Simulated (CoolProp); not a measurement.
The numbers come from the reference Helmholtz-energy equation of state, Setzmann 1991 in CoolProp.

Task: Give the vapour pressure (kPa), liquid density (kg/m³), enthalpy of vaporisation (kJ/kg), liquid cp (kJ/(kg K)) of saturated methane at -132.65 °C.

Result: 
| T (°C) | p (kPa) | liquid density (kg/m³) | enthalpy of vaporisation (kJ/kg) | liquid cp (kJ/(kg K)) |
|---|---|---|---|---|
| -132.65 | 658 | 376 | 444 | 3.82 |
